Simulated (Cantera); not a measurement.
# Adiabatic ignition

An adiabatic, constant-volume homogeneous reactor starts with H2 : O2 : N2 : H2O = 1 : 0.278 : 1.04 : 0.57 (molar parts), at 1050 K and 2500000 Pa.

Model: the H2/O2 subset of GRI-Mech 3.0, which has no nitrogen chemistry, integrated in Cantera. The hydrogen kinetics of GRI-Mech 3.0 are dated; newer H2 mechanisms differ, most at raised pressure. The pressure lies above the range GRI-Mech 3.0 was tuned for (to about 10 atm).

| t (s) | T (K) | P (bar) | x H2 | x O2 | x H2O | x H2O2 | x H | x HO2 | x O |
|---|---|---|---|---|---|---|---|---|---|
| 1.00e-6 | 1050 | 25.0 | 0.346 | 0.0963 | 0.197 | 2.69e-11 | 1.90e-11 | 4.52e-9 | 1.34e-12 |
| 3.88e-6 | 1050 | 25.0 | 0.346 | 0.0963 | 0.197 | 4.09e-10 | 2.04e-11 | 1.76e-8 | 1.44e-12 |
| 1.51e-5 | 1050 | 25.0 | 0.346 | 0.0963 | 0.197 | 6.05e-9 | 2.62e-11 | 6.88e-8 | 1.84e-12 |
| 5.84e-5 | 1050 | 25.0 | 0.346 | 0.0963 | 0.197 | 8.84e-8 | 5.56e-11 | 2.85e-7 | 3.92e-12 |
| 0.000227 | 1050 | 25.0 | 0.346 | 0.0963 | 0.197 | 1.65e-6 | 3.77e-10 | 2.10e-6 | 2.65e-11 |
| 0.000879 | 1054 | 25.1 | 0.346 | 0.0960 | 0.198 | 0.000130 | 1.65e-8 | 3.91e-5 | 1.17e-9 |
| 0.00341 | 2601 | 56.1 | 0.169 | 1.05e-5 | 0.429 | 9.05e-8 | 0.00213 | 6.20e-8 | 1.02e-5 |
| 0.0132 | 2601 | 56.1 | 0.169 | 1.05e-5 | 0.429 | 9.05e-8 | 0.00213 | 6.20e-8 | 1.02e-5 |
| 0.0514 | 2601 | 56.1 | 0.169 | 1.05e-5 | 0.429 | 9.05e-8 | 0.00213 | 6.20e-8 | 1.02e-5 |
| 0.199 | 2601 | 56.1 | 0.169 | 1.05e-5 | 0.429 | 9.05e-8 | 0.00213 | 6.20e-8 | 1.02e-5 |
| 0.773 | 2601 | 56.1 | 0.169 | 1.05e-5 | 0.429 | 9.05e-8 | 0.00213 | 6.20e-8 | 1.02e-5 |
| 3.00 | 2601 | 56.1 | 0.169 | 1.05e-5 | 0.429 | 9.05e-8 | 0.00213 | 6.20e-8 | 1.02e-5 |
x: mole fraction; the columns are a selection and need not sum to one.

* **time of steepest temperature rise**: 1.65 ms
* **temperature at 3.00 s**: 2601 K
* **equilibrium temperature**: 2601 K
* **x(H2) at 3.00 s**: 0.169 (gas-phase equilibrium 0.169)
* **x(O2) at 3.00 s**: 1.05e-5 (gas-phase equilibrium 1.05e-5)
* **x(H2O) at 3.00 s**: 0.429 (gas-phase equilibrium 0.429)
